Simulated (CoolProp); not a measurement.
Vapour-liquid equilibrium of propane (1) + R236EA (2) at 62.95 °C; x and y are mole fractions of (1).

Values from CoolProp's multi-fluid Helmholtz-energy mixture model, Lemmon 2009 and Rui 2013; pair parameters Bell 2016.

```json
[
 {"x": "0.05", "bubble pressure (bar)": "8.575", "y at the bubble point": "[?]", "dew pressure at overall composition x (bar)": "6.878", "liquid density (mol/L)": "8.524"},
 {"x": "0.15", "bubble pressure (bar)": "12.08", "y at the bubble point": "0.467", "dew pressure at overall composition x (bar)": "7.703", "liquid density (mol/L)": "8.542"},
 {"x": "0.25", "bubble pressure (bar)": "[?]", "y at the bubble point": "0.577", "dew pressure at overall composition x (bar)": "8.727", "liquid density (mol/L)": "8.551"},
 {"x": "0.35", "bubble pressure (bar)": "16.78", "y at the bubble point": "0.643", "dew pressure at overall composition x (bar)": "10.03", "liquid density (mol/L)": "8.554"},
 {"x": "0.45", "bubble pressure (bar)": "18.32", "y at the bubble point": "0.690", "dew pressure at overall composition x (bar)": "11.74", "liquid density (mol/L)": "8.561"},
 {"x": "0.55", "bubble pressure (bar)": "19.55", "y at the bubble point": "0.730", "dew pressure at overall composition x (bar)": "[?]", "liquid density (mol/L)": "8.585"},
 {"x": "0.65", "bubble pressure (bar)": "20.60", "y at the bubble point": "0.770", "dew pressure at overall composition x (bar)": "[?]", "liquid density (mol/L)": "[?]"},
 {"x": "0.75", "bubble pressure (bar)": "21.49", "y at the bubble point": "0.817", "dew pressure at overall composition x (bar)": "[?]", "liquid density (mol/L)": "8.775"},
 {"x": "0.85", "bubble pressure (bar)": "22.19", "y at the bubble point": "0.875", "dew pressure at overall composition x (bar)": "[?]", "liquid density (mol/L)": "8.999"},
 {"x": "0.95", "bubble pressure (bar)": "22.52", "y at the bubble point": "0.951", "dew pressure at overall composition x (bar)": "22.52", "liquid density (mol/L)": "9.338"}
]
```

Problem. Some entries are withheld; supply them.

Solution. 
- 0.05, y at the bubble point: 0.237
- 0.25, bubble pressure (bar): 14.77
- 0.55, dew pressure at overall composition x (bar): 14.03
- 0.65, dew pressure at overall composition x (bar): 17.03
- 0.65, liquid density (mol/L): 8.647
- 0.75, dew pressure at overall composition x (bar): 20.10
- 0.85, dew pressure at overall composition x (bar): 21.95

No azeotrope shows between x = 0.05 and 0.95.

The pair parameters rest on a limited set of measurements; away from them the model extrapolates.
